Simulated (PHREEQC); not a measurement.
Dissolve 13 mmol/kgw FeCl3, 36 mmol/kgw CuCl2 and 15 mmol/kgw H2SO4 at 25 °C. Closed to the air; pH follows from the charge balance.

All values are PHREEQC results (ion-association model, phreeqc.dat), not measurements.

Precipitation was switched off in this run.

**Question.** Predict the pH, density, ionic strength.

**Answer.** pH 1.67; density 1.004 g/cm³; ionic strength 0.160 mol/kgw.

**Question.** In which forms is Fe present?

**Answer.** FeSO4+ 44 %, FeCl+2 21 %, Fe+3 21 %, FeHSO4+2 5.9 %, FeCl2+ 3.1 %, FeOH+2 2.8 % of the Fe.

Examples of supersaturated solids here: Hematite (slow to form), Goethite (slow to form). Others may be too.
